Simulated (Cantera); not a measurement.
# Adiabatic ignition

An adiabatic, constant-pressure homogeneous reactor starts with H2 : O2 : N2 : NO : CO2 = 1 : 1 : 3.76 : 0.027 : 0.14 (molar parts), at 1148 K and 1300000 Pa.

Computed with Cantera and GRI-Mech 3.0 (53 species, 325 reactions). The hydrogen kinetics of GRI-Mech 3.0 are dated; newer H2 mechanisms differ, most at raised pressure. The pressure lies above the range GRI-Mech 3.0 was tuned for (to about 10 atm). The mechanism lacks 2 NO + O2 → 2 NO2 and HONO, so NO2 and the effect of NO are under-described below about 1400 K.

```json
[
 {"t (s)": "8.00e-6", "T (K)": "1148", "x H2": "0.169", "x O2": "0.169", "x NO": "0.00454", "x H": "1.27e-6", "x HO2": "7.72e-6"},
 {"t (s)": "2.20e-5", "T (K)": "2215", "x H2": "0.00331", "x O2": "0.0899", "x NO": "0.00468", "x H": "0.00139", "x HO2": "5.20e-5"},
 {"t (s)": "6.02e-5", "T (K)": "2309", "x H2": "0.000366", "x O2": "0.0911", "x NO": "0.00474", "x H": "5.42e-5", "x HO2": "1.14e-5"},
 {"t (s)": "0.000165", "T (K)": "2309", "x H2": "0.000366", "x O2": "0.0911", "x NO": "0.00477", "x H": "5.41e-5", "x HO2": "1.14e-5"},
 {"t (s)": "0.000454", "T (K)": "2309", "x H2": "0.000366", "x O2": "0.0911", "x NO": "0.00484", "x H": "5.40e-5", "x HO2": "1.14e-5"},
 {"t (s)": "0.00124", "T (K)": "2308", "x H2": "0.000365", "x O2": "0.0910", "x NO": "0.00503", "x H": "5.39e-5", "x HO2": "1.14e-5"},
 {"t (s)": "0.00341", "T (K)": "2307", "x H2": "0.000363", "x O2": "0.0907", "x NO": "0.00552", "x H": "5.35e-5", "x HO2": "1.13e-5"},
 {"t (s)": "0.00937", "T (K)": "2305", "x H2": "0.000360", "x O2": "0.0902", "x NO": "0.00662", "x H": "5.26e-5", "x HO2": "1.12e-5"},
 {"t (s)": "0.0257", "T (K)": "2301", "x H2": "0.000355", "x O2": "0.0893", "x NO": "0.00834", "x H": "5.13e-5", "x HO2": "1.10e-5"},
 {"t (s)": "0.0706", "T (K)": "2299", "x H2": "0.000351", "x O2": "0.0888", "x NO": "0.00945", "x H": "5.05e-5", "x HO2": "1.09e-5"},
 {"t (s)": "0.194", "T (K)": "2299", "x H2": "0.000351", "x O2": "0.0887", "x NO": "0.00955", "x H": "5.04e-5", "x HO2": "1.09e-5"},
 {"t (s)": "0.531", "T (K)": "2299", "x H2": "0.000351", "x O2": "0.0887", "x NO": "0.00955", "x H": "5.04e-5", "x HO2": "1.09e-5"},
 {"t (s)": "1.46", "T (K)": "2299", "x H2": "0.000351", "x O2": "0.0887", "x NO": "0.00955", "x H": "5.04e-5", "x HO2": "1.09e-5"},
 {"t (s)": "4.00", "T (K)": "2299", "x H2": "0.000351", "x O2": "0.0887", "x NO": "0.00955", "x H": "5.04e-5", "x HO2": "1.09e-5"}
]
```
x: mole fraction; the columns are a selection and need not sum to one.

The time of steepest temperature rise is 20.8 µs and the temperature at 4.00 s is 2299 K. The equilibrium temperature is 2299 K. The x(H2) at 4.00 s is 0.000351 (gas-phase equilibrium 0.000351), the x(O2) at 4.00 s is 0.0887 (gas-phase equilibrium 0.0887) and the x(NO) at 4.00 s is 0.00955 (gas-phase equilibrium 0.00955).
